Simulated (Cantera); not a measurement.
An isothermal, constant-pressure homogeneous reactor starts with C₂H₄ : H₂ = 1 : 1 (molar parts), at 1400 K and 13300 Pa. Integrator tolerance rtol = 1e-08.

Computed with Cantera and GRI-Mech 3.0 (53 species, 325 reactions). GRI-Mech 3.0 was tuned for natural gas; its chemistry of ethylene as a main component is partial and can be far from experiment. GRI-Mech 3.0 stops at C3 and has no aromatics, soot or wall deposition, so with more carbon than oxygen in the feed, carbon stays in small species such as C2H2 where larger ones or solid carbon would form.

Problem. What does this change do: temperature 1400 to 1550 K?

Solution. 
```
quantity                                              before                                    after
-----------------  -----------------------------------------  ---------------------------------------
x(C₂H₄) at 20.0 s      0.0205 (gas-phase equilibrium 0.0196)  0.00491 (gas-phase equilibrium 0.00491)
x(H₂) at 20.0 s          0.608 (gas-phase equilibrium 0.586)      0.648 (gas-phase equilibrium 0.648)
x(CH₄) at 20.0 s       0.0624 (gas-phase equilibrium 0.0889)    0.0199 (gas-phase equilibrium 0.0200)
x(H) at 20.0 s       1.23e-5 (gas-phase equilibrium 1.03e-5)  7.00e-5 (gas-phase equilibrium 6.99e-5)
x(CH₂) at 20.0 s   3.75e-10 (gas-phase equilibrium 3.94e-10)  4.15e-9 (gas-phase equilibrium 4.16e-9)
x(C₂H₆) at 20.0 s    2.75e-5 (gas-phase equilibrium 3.00e-5)  2.53e-6 (gas-phase equilibrium 2.53e-6)
x(C₂H) at 20.0 s     6.07e-9 (gas-phase equilibrium 5.18e-9)  8.95e-8 (gas-phase equilibrium 8.94e-8)
```

Problem. What does this change do: temperature 1400 to 1825 K?

Solution. 
```tsv
quantity	before	after
x(C₂H₄) at 20.0 s	0.0205 (gas-phase equilibrium 0.0196)	0.000576 (gas-phase equilibrium 0.000576)
x(H₂) at 20.0 s	0.608 (gas-phase equilibrium 0.586)	0.664 (gas-phase equilibrium 0.664)
x(CH₄) at 20.0 s	0.0624 (gas-phase equilibrium 0.0889)	0.00200 (gas-phase equilibrium 0.00200)
x(H) at 20.0 s	1.23e-5 (gas-phase equilibrium 1.03e-5)	0.000990 (gas-phase equilibrium 0.000990)
x(CH₂) at 20.0 s	3.75e-10 (gas-phase equilibrium 3.94e-10)	1.02e-7 (gas-phase equilibrium 1.02e-7)
x(C₂H₆) at 20.0 s	2.75e-5 (gas-phase equilibrium 3.00e-5)	5.80e-8 (gas-phase equilibrium 5.80e-8)
x(C₂H) at 20.0 s	6.07e-9 (gas-phase equilibrium 5.18e-9)	4.81e-6 (gas-phase equilibrium 4.81e-6)
```
